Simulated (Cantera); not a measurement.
Mixture: 5.68 % CH4, 16.0 % O2, 59.0 % N2, 19.3 % CO2, equivalence ratio 0.71, at 16.0 bar, adiabatic and at constant volume. Ignition delay is the time to a rise of 400 K.

Computed with Cantera and GRI-Mech 3.0 (53 species, 325 reactions). The pressure lies above the range GRI-Mech 3.0 was tuned for (to about 10 atm).

Question: Predict: delay at 1000 K; delay at 1075 K; delay at 1150 K; delay at 1225 K; delay at 1300 K; delay at 1375 K; delay at 1450 K; apparent activation energy between 1300 and 1450 K.

Answer: 
* **delay at 1000 K**: 55.5 ms
* **delay at 1075 K**: 16.0 ms
* **delay at 1150 K**: 5.56 ms
* **delay at 1225 K**: 2.21 ms
* **delay at 1300 K**: 0.963 ms
* **delay at 1375 K**: 0.448 ms
* **delay at 1450 K**: 0.219 ms
* **apparent activation energy between 1300 and 1450 K**: 150 kJ/mol
